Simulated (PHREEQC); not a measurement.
Model water analysis in mmol/kgw, 25 °C, pH 6.21, pe 0.6: Na 110; K 0.19; Ca 1.88; Mg 0.0378; Cl 79; S(6) 14.5; Alkalinity (meq/kgw) 0.0978; N(-3) 0.146.

Valence states are taken as typed.

Equilibrium calculation in PHREEQC: ion-association model, wateq4f.dat.

No solid was allowed to form.

Problem. Estimate the charge-balance error.

Solution. charge-balance error 2.8 %.

Problem. In which forms is N present?

Solution. NH4+ 95 %, NH4SO4- 5.0 % of the N.

Complexes and solids missing from the database can't appear.
